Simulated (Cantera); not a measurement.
A freely propagating, adiabatic, planar premixed flame of CH4 : O2 : N2 = 1 : 2.82 : 10.6 (molar parts), equivalence ratio 0.71, unburnt at 650 K and 100000 Pa; multicomponent transport, grid criteria slope 0.08 and curve 0.16, no radiation.

Model: GRI-Mech 3.0 (53 species, 325 reactions), integrated in Cantera. Burning velocities carry a grid error of a few per cent, more on coarse grids.

Question: Predict: laminar burning velocity; thermal thickness; peak x(C2H); peak x(OH); peak x(HO2).

Answer: 
| Quantity | Result |
|---|---|
| laminar burning velocity | 111 cm/s |
| thermal thickness | 0.386 mm |
| peak x(C2H) | 2.97e-8 |
| peak x(OH) | 0.00798 |
| peak x(HO2) | 0.000206 |
